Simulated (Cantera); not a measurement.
Charge: 1 mol Cu₂O, 2300 mol H₂, at 525 °C and 0.150 bar.

These are equilibrium values from Cantera (NASA tables, ideal gas, pure condensed phases), not measurements of a reactor. Candidate condensed phases: Cu, CuO, Cu(OH)₂, Cu₂O, H₂O; 12 gas species. The numbers say what is thermodynamically allowed, not how fast it happens.

Base state: H₂ 1.000, H₂O 0.000435 (mole fractions); condensed: Cu(s).

Problem. What changes in the equilibrium state with this change: temperature from 525 °C to 1827 °C?

Solution. 
```
species       before     after
----------  --------  --------
H₂             1.000     0.991
H              <1e-9   0.00801
Cu             <1e-9  0.000865
H₂O         0.000435  0.000432
Cu(s), mol      2.00         0
```

Problem. What changes in the equilibrium state with this change: Cu₂O replaced by V₂O₃?

Solution. 
| species | before | after |
|---|---|---|
| H₂ | 1.000 | 1.000 |
| H₂O | 0.000435 | 2.15e-6 |
| Cu(s), mol | 2.00 | 0 |
| VO(s), mol | 0 | 0.00987 |
| V₂O₃(s), mol | 0 | 0.995 |
VO: taken at fixed stoichiometry. Condensed phases not in the tables: the oxides between V₂O₃ and V₂O₅ other than VO₂. Further candidate phases: V, VO, V₂O₃, V₂O₄, V₂O₅.

Problem. What changes in the equilibrium state with this change: temperature from 525 °C to 1925 °C?

Solution. 
```csv
species,before,after
H₂,1.000,0.984
H,<1e-9,0.0143
Cu,<1e-9,0.000863
H₂O,0.000435,0.000430
"Cu(s), mol",2.00,0
```
